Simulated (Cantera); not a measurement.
Feed: 1 mol SiH4, 0.0065 mol Cl2, 950 mol H2, 2.4 mol HCl, at 1000 K and 0.0200 bar.

Method: chemical equilibrium by Gibbs-energy minimisation in Cantera with the NASA 1993 tables (ideal gas, pure condensed phases). Candidate condensed phases: Si; 19 gas species. Equilibrium is a limit: real reactors are often held back by kinetics, nucleation or transport.

Base state: H2 0.998, HCl 0.00245, SiCl2 1.03e-5 (mole fractions); condensed: Si(s).

Q: What changes in the equilibrium state with this change: temperature from 1000 K to 1700 K?

A: 
| species | before | after |
|---|---|---|
| H2 | 0.998 | 0.996 |
| HCl | 0.00245 | 0.00248 |
| H | 1.60e-8 | 0.00104 |
| Si | <1e-9 | 3.39e-5 |
| SiH2 | <1e-9 | 1.41e-5 |
| SiCl2 | 1.03e-5 | 2.21e-5 |
| Si(s), mol | 0.973 | 0 |
| Si(l), mol | 0 | 0.924 |
Gases not in the tables: Si2H6 and higher silanes.
